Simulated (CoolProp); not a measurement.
Computed with CoolProp (reference Helmholtz-energy equation of state, Smukala 2000).

Problem. For ethylene, give the phase and the cv (kJ/(kg K)), speed of sound (m/s), Joule-Thomson coefficient (K/MPa) at -78.45 °C and 0.0413 MPa.

Solution. 
- -78.45 °C and 0.0413 MPa: gas; cv 0.961, speed of sound 274, Joule-Thomson coefficient 28.9
